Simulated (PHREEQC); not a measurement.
Dissolve 9.2 mmol/kgw NH4HCO3 at 25 °C. Closed to the air; pH follows from the charge balance.

The numbers come from PHREEQC with the ion-association model, phreeqc.dat.

### Question
The ionic strength comes out as 0.00896 mol/kgw. What activity coefficients do NH4+, CO3-2, HCO3- get?

### Answer
NH4+ 0.90, CO3-2 0.68, HCO3- 0.91.

This is a speciation only: nothing precipitates in the calculation.
